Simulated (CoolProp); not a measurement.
Model: reference Helmholtz-energy equation of state, Lemmon 2016, in CoolProp.

For R115, give the phase and the cv (kJ/(kg K)), speed of sound (m/s) at 362 K and 0.315 MPa; 372.4 K and 0.315 MPa; 409 K and 0.315 MPa.


- 362 K and 0.315 MPa: gas; cv 0.744, speed of sound 141
- 372.4 K and 0.315 MPa: gas; cv 0.756, speed of sound 143
- 409 K and 0.315 MPa: gas; cv 0.794, speed of sound 151
